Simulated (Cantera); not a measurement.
Cantera run, input and output.

```python
import numpy as np
import cantera as ct

gas = ct.Solution("gri30.yaml")
gas.TPX = 1125, 1000000, {'CH4': 1, 'CO': 0.042, 'O2': 2.53, 'N2': 9.5}
reactor = ct.IdealGasReactor(gas, energy="on", clone=False)
net = ct.ReactorNet([reactor])
net.rtol, net.atol = 1e-08, 1e-16
show = ['CH4', 'CO', 'O2', 'CO2', 'N2O', 'C2H6', 'NO']
times = np.geomspace(7e-06, 4, 14)

steps = ct.SolutionArray(gas, extra=["t"])
rows = []
print(f"{'t/s':>10s}{'T/K':>9s}{'P/Pa':>11s}" + "".join(f"{s:>11s}" for s in show))
for t in times:
    while net.time < t:
        t_next = net.step()
        steps.append(gas.state, t=t_next)
    rows.append([np.interp(t, steps.t, y) for y in (steps.T, steps.P, *steps(*show).X.T)])
    print(f"{t:10.3e}{rows[-1][0]:9.1f}{rows[-1][1]:11.4g}" + "".join(f"{x:11.3e}" for x in rows[-1][2:]))
rate = np.gradient(steps.T, steps.t)
print("integrator steps:", len(steps.t))
if steps.T.max() > steps.T[0] + 200:
    print(f"time of steepest temperature rise: {steps.t[rate.argmax()]:.4e} s")
gas.TPX = 1125, 1000000, {'CH4': 1, 'CO': 0.042, 'O2': 2.53, 'N2': 9.5}
gas.equilibrate("UV")
print(f"equilibrium (UV): T = {gas.T:.1f} K  " + "  ".join(f"{s} {gas[s].X[0]:.3e}" for s in show))
```

It prints:

```
       t/s      T/K       P/Pa        CH4         CO         O2        CO2        N2O       C2H6         NO
 7.000e-06   1125.0      1e+06  7.650e-02  3.213e-03  1.935e-01  6.567e-10  2.332e-15  3.377e-13  3.313e-21
 1.941e-05   1125.0      1e+06  7.650e-02  3.213e-03  1.935e-01  2.066e-09  1.104e-14  7.591e-12  1.048e-20
 5.380e-05   1125.0      1e+06  7.650e-02  3.213e-03  1.935e-01  7.537e-09  6.425e-14  1.837e-10  3.891e-20
 1.492e-04   1125.0      1e+06  7.650e-02  3.213e-03  1.935e-01  3.346e-08  4.176e-13  5.515e-09  2.062e-19
 4.135e-04   1125.0      1e+06  7.650e-02  3.213e-03  1.935e-01  1.692e-07  2.736e-12  2.141e-07  1.923e-18
 1.146e-03   1125.1      1e+06  7.648e-02  3.213e-03  1.935e-01  8.218e-07  1.535e-11  3.398e-06  1.840e-17
 3.178e-03   1125.8  1.001e+06  7.638e-02  3.215e-03  1.935e-01  4.031e-06  7.783e-11  2.041e-05  1.227e-16
 8.811e-03   1134.7  1.009e+06  7.532e-02  3.381e-03  1.926e-01  3.781e-05  7.393e-10  1.951e-04  3.407e-15
 2.443e-02   2828.6  2.543e+06  2.298e-15  1.214e-02  3.502e-02  6.667e-02  4.004e-06  7.602e-29  1.490e-02
 6.772e-02   2828.6  2.543e+06  2.298e-15  1.214e-02  3.502e-02  6.667e-02  4.004e-06  7.602e-29  1.490e-02
 1.877e-01   2828.6  2.543e+06  2.298e-15  1.214e-02  3.502e-02  6.667e-02  4.004e-06  7.602e-29  1.490e-02
 5.204e-01   2828.6  2.543e+06  2.298e-15  1.214e-02  3.502e-02  6.667e-02  4.004e-06  7.602e-29  1.490e-02
 1.443e+00   2828.6  2.543e+06  2.298e-15  1.214e-02  3.502e-02  6.667e-02  4.004e-06  7.602e-29  1.490e-02
 4.000e+00   2828.6  2.543e+06  2.298e-15  1.214e-02  3.502e-02  6.667e-02  4.004e-06  7.602e-29  1.490e-02
integrator steps: 2457
time of steepest temperature rise: 1.1704e-02 s
equilibrium (UV): T = 2828.6 K  CH4 3.019e-15  CO 1.214e-02  O2 3.502e-02  CO2 6.667e-02  N2O 4.004e-06  C2H6 1.181e-28  NO 1.490e-02
```

Cantera simulation using GRI-Mech 3.0 (53 species, 325 reactions); the numbers are that mechanism's predictions, not measurements.
